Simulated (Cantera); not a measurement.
Cantera with NASA thermochemical tables; ideal gases at 1 bar, condensed phases pure. Values are per mole of reaction as written; species without (g) are pure solids or liquids, kept so even where they would boil at 1 bar.

### Question
Between 1800 and 2500 K, where is each reaction favourable under standard conditions?
- C + 2 PbO(g) ⇌ 2 Pb + CO₂(g)

### Answer
- C + 2 PbO(g) ⇌ 2 Pb + CO₂(g): ΔG° is -327 kJ at 1800 K and -263 kJ at 2500 K; it stays negative (K > 1). ΔH° is -487 kJ and ΔS° -90 J/K at 2500 K.
